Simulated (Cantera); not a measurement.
A closed system holds: 1 mol CH₃Cl, 0.011 mol F₂, 2.6 mol H₂, held at 1398 K and 0.133 bar.

Method: chemical equilibrium by Gibbs-energy minimisation in Cantera with the NASA 1993 tables (ideal gas, pure condensed phases). The numbers say what is thermodynamically allowed, not how fast it happens.

```csv
species,before,after
H₂,0.778,0.771
HCl,0.217,0.214
H,1.14e-5,0.00749
C₂H₂ (acetylene),1.91e-6,0.00111
Cl,2.63e-6,0.00153
CH₄,0.000352,2.61e-5
HF,0.00477,0.00475
"C(graphite), mol",0.998,0.990
```
Gas species are given as mole fractions.

Task: What was changed between the two runs?
A. temperature from 1398 K to 3400 K
B. CH₃Cl replaced by CCl₄
C. temperature from 1398 K to 2575 K
D. temperature from 1398 K to 2100 K

Result: D, temperature from 1398 K to 2100 K
